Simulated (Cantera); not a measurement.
# Thermodynamics of boron, boron nitride and boron oxide, feed BCl3 + H2 + N2

Charge: 1 mol BCl3, 6.3 mol H2, 0.61 mol N2, equilibrated at 0.0133 bar.

Cantera equilibrium calculation (NASA polynomials, part measured and part estimated; ideal gas, pure solids and liquids). Candidate condensed phases: B, BN, NH4Cl; 21 gas species. N2 is the only nitrogen source here; it is nearly inert below about 1500 K, so the nitride shown seldom forms there in practice. The tables' values for BCl, BCl2, BH2 are old estimates; treat these amounts as uncertain. Gases not in the tables: BHCl2. Equilibrium is a limit: real reactors are often held back by kinetics, nucleation or transport.

```tsv
T (°C)	x H2	x HCl	x N2	x BCl	x H	x Cl	n BN(s)
675	0.607	0.379	0.0139	<1e-12	3.54e-9	2.11e-9	1.000
750	0.607	0.379	0.0139	<1e-12	2.79e-8	1.61e-8	1.000
825	0.607	0.379	0.0139	3.79e-12	1.67e-7	9.35e-8	1.000
900	0.607	0.379	0.0139	1.12e-10	7.95e-7	4.35e-7	1.000
975	0.607	0.379	0.0139	2.20e-9	3.15e-6	1.68e-6	1.000
1050	0.607	0.379	0.0139	3.06e-8	1.07e-5	5.60e-6	1.000
1125	0.607	0.379	0.0140	3.19e-7	3.19e-5	1.64e-5	0.999
1200	0.607	0.379	0.0140	2.61e-6	8.54e-5	4.31e-5	0.998
1275	0.607	0.378	0.0141	1.73e-5	0.000208	0.000103	0.997
1350	0.607	0.377	0.0142	9.60e-5	0.000466	0.000228	0.995
1425	0.607	0.375	0.0146	0.000451	0.000976	0.000469	0.989
1500	0.607	0.371	0.0156	0.00180	0.00192	0.000901	0.973
1575	0.606	0.362	0.0181	0.00606	0.00358	0.00162	0.931
```
x: gas mole fraction; n: condensed amount in mol.

From 675 °C to 1575 °C the condensed part is BN(s).
